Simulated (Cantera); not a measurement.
Input: 1 mol HgO, 2.2 mol N2, equilibrated at 1600 K and 0.150 bar.

Method: chemical equilibrium by Gibbs-energy minimisation in Cantera with the NASA 1993 tables (ideal gas, pure condensed phases). Candidate condensed phases: Hg, HgO; 10 gas species. The numbers say what is thermodynamically allowed, not how fast it happens.

Base state: N2 0.594, Hg 0.270, O2 0.134, NO 0.00134, O 1.37e-5 (mole fractions); condensed: gas only.

What changes in the equilibrium state with this change: HgO replaced by Hg?


```tsv
species	before	after
N2	0.594	0.688
Hg	0.270	0.312
O2	0.134	0
NO	0.00134	0
O	1.37e-5	0
```

What changes in the equilibrium state with this change: temperature from 1600 K to 848.15 K?


| species | before | after |
|---|---|---|
| N2 | 0.594 | 0.595 |
| Hg | 0.270 | 0.270 |
| O2 | 0.134 | 0.135 |
| NO | 0.00134 | 3.05e-6 |
| O | 1.37e-5 | <1e-9 |
